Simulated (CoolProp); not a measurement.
R114 at several states: Z from the reference equation and from simpler models built on Tc = 420.6 K, pc = 33.52 bar, ω = 0.252; each cubic takes its own stable root.

Model: reference Helmholtz-energy equation of state, Platzer 1990, in CoolProp. This equation is an older, rougher fit; its heat capacities, sound speeds and derivatives of the liquid may be far off and weren't checked against measurements.

| T (K) | p (bar) | phase | reference |
|---|---|---|---|
| 482.7 | 0.106 | gas | 0.9993 |
| 301.4 | 58.2 | liquid | 0.2702 |
| 452.3 | 2.13 | gas | 0.9830 |
| 427.7 | 15.6 | gas | 0.8303 |
| 403.1 | 32.7 | liquid | 0.1633 |

How far does each simpler model (van der Waals, Redlich-Kwong, Soave-Redlich-Kwong, Peng-Robinson) lie from the reference over these 5 states: mean and median of the absolute difference, and the worst?


- van der Waals: mean 20.9 %, median 2.2 %, worst +51.6 % at 403.1 K and 32.7 bar
- Redlich-Kwong: mean 4.9 %, median 0.1 %, worst +18.0 % at 403.1 K and 32.7 bar
- Soave-Redlich-Kwong: mean 3.4 %, median 0.3 %, worst +13.7 % at 403.1 K and 32.7 bar
- Peng-Robinson: mean 2.4 %, median 1.3 %, worst -8.8 % at 301.4 K and 58.2 bar
